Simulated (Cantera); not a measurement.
Input (Python, Cantera):

```python
import numpy as np
import cantera as ct

gas = ct.Solution("gri30.yaml")
gas.TP = 300, 140000
flame = ct.CounterflowDiffusionFlame(gas, width=0.02)
flame.fuel_inlet.X, flame.fuel_inlet.T = {'CH4': 1}, 575
flame.oxidizer_inlet.X, flame.oxidizer_inlet.T = {'O2': 0.25, 'N2': 0.75}, 473
flame.set_refine_criteria(ratio=3, slope=0.12, curve=0.24, prune=0.03)
show = ['OH', 'H', 'NO', 'CO', 'C2H2']

rows = []
print(f"{'mdot':>8s}{'a_max':>10s}{'a_mean':>10s}{'Tmax/K':>9s}" + "".join(f"{s:>11s}" for s in show) + "   (peak mole fractions)")
for i, mdot in enumerate([0.35, 0.43, 0.53, 0.65, 0.8, 0.99, 1.2, 1.5, 1.8, 2.3]):  # kg/m2/s on the oxidiser side
    flame.oxidizer_inlet.mdot, flame.fuel_inlet.mdot = mdot, 0.63 * mdot
    flame.solve(loglevel=0, auto=(i == 0))
    if flame.T.max() < max(575, 473) + 100:
        print(f"{mdot:8.3g}  no burning solution found from the previous one")
        break
    dT = np.abs(np.gradient(flame.T, flame.grid))
    rows.append([flame.strain_rate("max"), flame.strain_rate("mean"), flame.T.max(),
                 *(flame.X[gas.species_index(s)].max() for s in show), max(dT[0], dT[-1]) / dT.max()])
    print(f"{mdot:8.3g}{rows[-1][0]:10.1f}{rows[-1][1]:10.1f}{rows[-1][2]:9.1f}" + "".join(f"{x:11.3e}" for x in rows[-1][3:-1]))
```

Output:

```
    mdot     a_max    a_mean   Tmax/K         OH          H         NO         CO       C2H2   (peak mole fractions)
    0.35     198.1      40.4   2327.5  1.184e-02  4.820e-03  5.117e-04  7.859e-02  2.085e-02
    0.43     236.9      49.7   2312.9  1.188e-02  4.964e-03  4.805e-04  7.734e-02  2.034e-02
    0.53     284.5      61.2   2300.0  1.191e-02  5.109e-03  4.533e-04  7.622e-02  1.986e-02
    0.65     340.6      75.1   2289.7  1.194e-02  5.260e-03  4.301e-04  7.518e-02  1.937e-02
     0.8     410.4      92.4   2281.7  1.201e-02  5.434e-03  4.094e-04  7.428e-02  1.883e-02
    0.99     496.5     114.3   2273.8  1.206e-02  5.610e-03  3.885e-04  7.347e-02  1.828e-02
     1.2     590.0     138.6   2265.7  1.206e-02  5.756e-03  3.680e-04  7.268e-02  1.774e-02
     1.5     721.3     173.2   2256.3  1.203e-02  5.917e-03  3.440e-04  7.183e-02  1.709e-02
     1.8     850.5     207.8   2248.4  1.198e-02  6.043e-03  3.235e-04  7.118e-02  1.653e-02
     2.3    1062.3     265.6   2237.0  1.187e-02  6.191e-03  2.949e-04  7.041e-02  1.581e-02
```

Model: GRI-Mech 3.0 (53 species, 325 reactions), integrated in Cantera. GRI-Mech 3.0 has no aromatics or soot, which form on the fuel side of real flames. The maximum strain rate includes the flame's own expansion and is several times the mean.
